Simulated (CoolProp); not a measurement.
Computed with CoolProp (reference Helmholtz-energy equation of state, Zhou 2012).

**Question.** Give the vapour pressure (kPa), liquid density (kg/m³), vapour density (kg/m³), enthalpy of vaporisation (kJ/kg) of saturated p-xylene at 172.05, 182.15, 190.25 °C.

**Answer.** 
| T (°C) | p (kPa) | liquid density (kg/m³) | vapour density (kg/m³) | enthalpy of vaporisation (kJ/kg) |
|---|---|---|---|---|
| 172.05 | 231 | 718 | 7.22 | 314 |
| 182.15 | 287 | 707 | 8.92 | 307 |
| 190.25 | 340 | 698 | 10.5 | 301 |
